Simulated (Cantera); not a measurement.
# Adiabatic ignition

An adiabatic, constant-pressure homogeneous reactor starts with CH4 : O2 : N2 : H2O = 1 : 1.05 : 3.96 : 0.017 (molar parts), equivalence ratio 1.9, at 1625 K and 1000000 Pa.

Detailed kinetics in Cantera: GRI-Mech 3.0 (53 species, 325 reactions).

| t (s) | T (K) | x CH4 | x O2 | x CH2 | x CO2 | x NO |
|---|---|---|---|---|---|---|
| 3.00e-6 | 1625 | 0.166 | 0.174 | 1.42e-10 | 6.03e-9 | <1e-12 |
| 8.63e-6 | 1625 | 0.166 | 0.174 | 1.58e-9 | 2.04e-7 | <1e-12 |
| 2.48e-5 | 1630 | 0.164 | 0.173 | 7.33e-9 | 3.74e-6 | 5.24e-12 |
| 7.15e-5 | 1764 | 0.129 | 0.148 | 6.88e-7 | 0.000431 | 7.24e-10 |
| 0.000206 | 2697 | 4.16e-10 | 1.96e-5 | 2.76e-11 | 0.0179 | 0.000368 |
| 0.000592 | 2698 | 4.09e-10 | 1.98e-5 | 2.73e-11 | 0.0180 | 0.000295 |
| 0.00170 | 2698 | 4.07e-10 | 1.98e-5 | 2.72e-11 | 0.0180 | 0.000263 |
| 0.00490 | 2698 | 4.07e-10 | 1.98e-5 | 2.72e-11 | 0.0180 | 0.000262 |
| 0.0141 | 2698 | 4.07e-10 | 1.98e-5 | 2.72e-11 | 0.0180 | 0.000262 |
| 0.0406 | 2698 | 4.07e-10 | 1.98e-5 | 2.72e-11 | 0.0180 | 0.000262 |
| 0.117 | 2698 | 4.07e-10 | 1.98e-5 | 2.72e-11 | 0.0180 | 0.000262 |
| 0.336 | 2698 | 4.07e-10 | 1.98e-5 | 2.72e-11 | 0.0180 | 0.000262 |
| 0.966 | 2698 | 4.07e-10 | 1.98e-5 | 2.72e-11 | 0.0180 | 0.000262 |
| 2.78 | 2698 | 4.07e-10 | 1.98e-5 | 2.72e-11 | 0.0180 | 0.000262 |
| 8.00 | 2698 | 4.07e-10 | 1.98e-5 | 2.72e-11 | 0.0180 | 0.000262 |
x: mole fraction; the columns are a selection and need not sum to one.

| Item | Result |
|---|---|
| time of steepest temperature rise | 81.1 µs |
| temperature at 8.00 s | 2698 K |
| equilibrium temperature | 2698 K |
| x(CH4) at 8.00 s | 4.07e-10 (gas-phase equilibrium 4.57e-10) |
| x(O2) at 8.00 s | 1.98e-5 (gas-phase equilibrium 1.98e-5) |
| x(CH2) at 8.00 s | 2.72e-11 (gas-phase equilibrium 2.99e-11) |
